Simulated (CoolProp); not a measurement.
Vapour-liquid equilibrium of CH2F2 (R32) (1) + R227EA (2) at 579 kPa; x and y are mole fractions of (1).

Computed with CoolProp (multi-fluid Helmholtz-energy mixture model, Tillner-Roth 1997 and Lemmon 2016; pair parameters Bell 2016).

**Question.** Give the bubble temperature and the first vapour's composition at x = 0.2, 0.65, 0.875. Is there an azeotrope?

**Answer.** x = 0.2: 17.3 °C, y = 0.467; x = 0.65: -2.5 °C, y = 0.859; x = 0.875: -7.7 °C, y = 0.949. No azeotrope shows between x = 0.05 and 0.95.

The pair parameters rest on a limited set of measurements; away from them the model extrapolates.
